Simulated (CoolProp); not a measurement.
The numbers come from the reference Helmholtz-energy equation of state, Span 1996 in CoolProp.

### Question
For carbon dioxide, give the phase and the cp (kJ/(kg K)), Joule-Thomson coefficient (K/MPa), viscosity (µPa s) at 67.95 °C and 101 kPa.

### Answer
- 67.95 °C and 101 kPa: gas; cp 0.891, Joule-Thomson coefficient 7.81, viscosity 16.9

Viscosity comes from a separate model (Laesecke 2017).
